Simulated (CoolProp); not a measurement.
Tetradecamethylhexasiloxane (MD4M) along the isobar 907 kPa: fugacity coefficient from the reference equation and from simpler models built on Tc = 380.0 °C, pc = 828.6 kPa, ω = 0.800; each cubic takes its own stable root.

Computed with CoolProp (reference Helmholtz-energy equation of state, Thol 2019).

| T (°C) | phase | reference |
|---|---|---|
| 65.95 | liquid | 4.017e-5 |
| 86.05 | liquid | 0.0001672 |
| 106.15 | liquid | 0.0005672 |
| 126.15 | liquid | 0.001616 |
| 146.25 | liquid | 0.004017 |
| 166.25 | liquid | 0.008825 |
| 186.35 | liquid | 0.01759 |
| 206.45 | liquid | 0.03213 |
| 226.45 | liquid | 0.05433 |
| 246.55 | liquid | 0.08637 |
| 266.65 | liquid | 0.1298 |
| 286.65 | liquid | 0.1853 |
| 306.75 | liquid | 0.2538 |
| 326.75 | liquid | 0.3339 |
| 346.85 | liquid | 0.4244 |

Q: How far does each simpler model (van der Waals, Soave-Redlich-Kwong, Peng-Robinson) lie from the reference over these 15 states: mean and median of the absolute difference, and the worst?

A: 
- van der Waals: mean 11283.2 %, median 647.6 %, worst +105526.1 % at 65.95 °C and 907 kPa
- Soave-Redlich-Kwong: mean 9.2 %, median 6.1 %, worst +36.9 % at 65.95 °C and 907 kPa
- Peng-Robinson: mean 16.2 %, median 4.6 %, worst +76.5 % at 65.95 °C and 907 kPa
